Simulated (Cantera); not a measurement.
Charge: 1 mol Si₃N₄, 0.001 mol O₂, 2.1 mol N₂, 0.0033 mol H₂O, at 1798.15 K and 36.0 Pa.

Cantera equilibrium calculation (NASA polynomials, part measured and part estimated; ideal gas, pure solids and liquids). Candidate condensed phases: H₂O, Si, SiO₂, Si₂N₂O, Si₃N₄; 35 gas species. The tables' values for SiN are old estimates; treat these amounts as uncertain. Kinetics and transport are ignored.

Base state: N₂ 0.989, Si 0.00859, SiO 0.00128, H₂ 0.000572, H 0.000444, Si₂N 0.000116, SiN 7.21e-5, Si₂ 5.16e-5 (mole fractions); condensed: Si(l).

Q: What changes in the equilibrium state with this change: 0.12 mol CH₄ added?

A: 
```tsv
species	before	after
N₂	0.989	0.932
H₂	0.000572	0.0532
Si	0.00859	0.00859
H	0.000444	0.00428
CO	0	0.000113
Si₂C	0	9.03e-5
HCN	0	3.23e-5
SiH	4.47e-6	4.31e-5
Si(l), mol	2.96	2.84
SiC(s), mol	0	0.119
```
Mutual solubility and eutectic melting of coexisting phases are not modelled. Further candidate phases: C, C₆H₆, C₇H₈, C₈H₁₈, SiC.
